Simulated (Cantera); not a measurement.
Adiabatic ignition

An adiabatic, constant-volume homogeneous reactor starts with CH4 : O2 : N2 = 1 : 4.17 : 27.9 (molar parts), equivalence ratio 0.48, at 1800 K and 1.01 bar.

Cantera simulation using GRI-Mech 3.0 (53 species, 325 reactions); the numbers are that mechanism's predictions, not measurements.

```
t (s)     T (K)  P (bar)   x CH4    x O2     x H2     x H2O     x HCN
--------  -----  -------  ------  ------  -------  --------  --------
5.00e-6    1800     1.01  0.0302   0.126  2.80e-6   4.77e-6    <1e-12
1.44e-5    1800     1.01  0.0302   0.126  9.52e-6   2.28e-5    <1e-12
4.16e-5    1800     1.01  0.0299   0.126  4.38e-5  0.000145  2.30e-12
0.000120   1828     1.03  0.0238   0.121  0.00202   0.00491   2.89e-9
0.000347   2412     1.37  <1e-12  0.0638  0.00224    0.0515  2.16e-12
0.00100    2503     1.42  <1e-12  0.0637  0.00115    0.0548  2.67e-12
0.00289    2501     1.42  <1e-12  0.0628  0.00111    0.0550  3.26e-12
0.00833    2493     1.41  <1e-12  0.0609  0.00109    0.0551  4.28e-12
0.0240     2485     1.41  <1e-12  0.0589  0.00107    0.0553  5.11e-12
0.0693     2482     1.41  <1e-12  0.0584  0.00106    0.0553  5.29e-12
0.200      2482     1.41  <1e-12  0.0584  0.00106    0.0554  5.29e-12
```
x: mole fraction; the columns are a selection and need not sum to one.

```yaml
time_of_steepest_temperature_rise: 0.146 ms
temperature at 0.200 s: 2482 K
equilibrium_temperature: 2482 K
x(CH4) at 0.200 s: <1e-12 (gas-phase equilibrium <1e-12)
x(O2) at 0.200 s: 0.0584 (gas-phase equilibrium 0.0584)
x(H2) at 0.200 s: 0.00106 (gas-phase equilibrium 0.00106)
```
